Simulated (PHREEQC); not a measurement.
0.066 g of hydrous ferric oxide (600 m²/g; 0.2 weak and 0.005 strong sites per Fe, Dzombak-Morel constants, diffuse double layer) in 1 kg of water with 0.1 mol/kgw of an inert sodium salt and 2e-06 mol ZnSO4 and 0.0001 mol Na2HAsO4, at 25 °C; the pH is set by adding NaOH or the inert anion's acid. O2 is buffered at 0.21 atm. No CO2 enters from the air. No solid was allowed to form.

The series has 17 steps of pH, from 4 to 10.

Equilibrium calculation in PHREEQC: ion-association model, wateq4f.dat.

Near which pH is half of the Zn sorbed, and on which side is more sorbed?

Near pH 6.1, with more sorbed at higher pH.

Near which pH is half of the As sorbed, and on which side is more sorbed?

Near pH 8.2, with more sorbed at lower pH.

At which pH does the surface charge pass through zero?

Near pH 6.1.

The database has no arsenate complexes of Zn.
